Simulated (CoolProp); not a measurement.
Saturated liquid density (kg/m³) of CF4 (R14): the reference equation beside estimates from Tc = -45.8 °C, pc = 3.762 MPa, ω = 0.178. Rackett uses Z = 0.29056 − 0.08775 ω.

Computed with CoolProp (reference Helmholtz-energy equation of state, Platzer 1990). This equation is an older, rougher fit; its heat capacities, sound speeds and derivatives of the liquid may be far off and weren't checked against measurements.

| T (°C) | reference | Rackett | Redlich-Kwong | Soave-Redlich-Kwong | Peng-Robinson |
|---|---|---|---|---|---|
| -131.55 | 1622 | 1693 | 1560 | 1591 | 1797 |
| -123.45 | 1578 | 1648 | 1511 | 1545 | 1748 |
| -115.35 | 1533 | 1600 | 1459 | 1496 | 1693 |
| -107.25 | 1486 | 1549 | 1402 | 1441 | 1634 |
| -99.05 | 1435 | 1495 | 1340 | 1381 | 1566 |
| -90.95 | 1382 | 1438 | 1273 | 1315 | 1492 |
| -82.85 | 1323 | 1375 | 1199 | 1241 | 1408 |
| -74.75 | 1257 | 1305 | 1116 | 1156 | 1311 |
| -66.65 | 1181 | 1224 | 1021 | 1058 | 1196 |
| -58.55 | 1085 | 1124 | 906.4 | 936.6 | 1054 |

Absolute difference from the reference over all 10 rows, mean and median: Rackett 4.1 and 4.1 %, Redlich-Kwong 8.4 and 7.3 %, Soave-Redlich-Kwong 5.6 and 4.3 %, Peng-Robinson 7.4 and 8.5 %.
